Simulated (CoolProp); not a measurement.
Vapour-liquid equilibrium of n-pentane (1) + toluene (2) at 398.6 K; x and y are mole fractions of (1).

The numbers come from the multi-fluid Helmholtz-energy mixture model, Thol 2019 and Lemmon 2006; pair parameters Bell 2016 in CoolProp.

Give the bubble pressure and the first vapour's composition at x = 0.05, 0.25, 0.95. Is there an azeotrope?

x = 0.05: 0.2071 MPa, y = 0.289; x = 0.25: 0.4008 MPa, y = 0.682; x = 0.95: 0.9649 MPa, y = 0.985. No azeotrope shows between x = 0.05 and 0.95.

Pair parameters are fitted to limited data, so mixtures are less certain than the pure fluids. The gap from Raoult's law changes sign with composition, which may be real or a fault of the pair parameters; it wasn't checked against measurements.
